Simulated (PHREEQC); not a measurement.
## Buffer: an equilibrium model

Dissolve 0.0037 mol NaHCO3, 0.15 mol Na2CO3 and 0.002 mol KCl per kg of water at 25 °C. Closed to the air; pH follows from the charge balance.

Model: ion-association model, phreeqc.dat, run in PHREEQC.

Precipitation was switched off in this run.

**Question.** What pH, specific conductance, activity of water does the model give?

**Answer.** pH 11.04; specific conductance 16200 µS/cm; activity of water 0.993.

**Question.** In which forms is Na present?

**Answer.** Na+ 74 %, NaCO3- 26 % of the Na.

Complexes and solids missing from the database can't appear.
